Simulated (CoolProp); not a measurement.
Values from CoolProp's reference Helmholtz-energy equation of state, Lemmon 2006. It is a short technical equation, of lower accuracy than the large ones.

Question: Give the vapour pressure (MPa), vapour density (kg/m³), enthalpy of vaporisation (kJ/kg), liquid cp (kJ/(kg K)) of saturated carbon monoxide at -177.35, -166.75, -156.15 °C.

Answer: 
```tsv
T (°C)	p (MPa)	vapour density (kg/m³)	enthalpy of vaporisation (kJ/kg)	liquid cp (kJ/(kg K))
-177.35	0.393	15.5	192	2.25
-166.75	0.849	33.0	170	2.44
-156.15	1.60	65.1	140	2.93
```
